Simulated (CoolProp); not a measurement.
Vapour pressure (kPa) of nitrous oxide: the reference equation beside estimates from Tc = 36.4 °C, pc = 7245 kPa, ω = 0.161. Clausius-Clapeyron is anchored at -27.05 °C with a constant enthalpy of vaporisation of 12.74 kJ/mol.

Model: reference Helmholtz-energy equation of state, Lemmon 2006, in CoolProp. It is a short technical equation, of lower accuracy than the large ones.

| T (°C) | reference | Clausius-Clapeyron | van der Waals | Redlich-Kwong | Soave-Redlich-Kwong |
|---|---|---|---|---|---|
| -36.05 | 1077 | 1143 | 2265 | 1298 | 1083 |
| -33.05 | 1192 | 1239 | 2405 | 1425 | 1199 |
| -30.05 | 1315 | 1341 | 2549 | 1561 | 1324 |
| -27.05 | 1448 | 1448 | 2699 | 1705 | 1458 |
| -24.05 | 1590 | 1560 | 2855 | 1859 | 1602 |
| -21.05 | 1742 | 1679 | 3016 | 2022 | 1756 |
| -18.05 | 1904 | 1803 | 3183 | 2194 | 1921 |
| -15.05 | 2077 | 1934 | 3355 | 2376 | 2097 |
| -12.05 | 2261 | 2070 | 3533 | 2568 | 2284 |
| -9.05 | 2457 | 2213 | 3717 | 2770 | 2483 |
| -6.05 | 2664 | 2362 | 3907 | 2983 | 2694 |
| -3.05 | 2885 | 2517 | 4103 | 3206 | 2918 |
| -0.05 | 3118 | 2679 | 4304 | 3441 | 3155 |
| 2.95 | 3365 | 2848 | 4512 | 3686 | 3406 |
| 5.95 | 3626 | 3023 | 4726 | 3943 | 3671 |

Absolute difference from the reference over all 15 rows, mean and median: Clausius-Clapeyron 7.9 and 6.9 %, van der Waals 64.8 and 61.5 %, Redlich-Kwong 14.5 and 14.4 %, Soave-Redlich-Kwong 0.9 and 1.0 %.
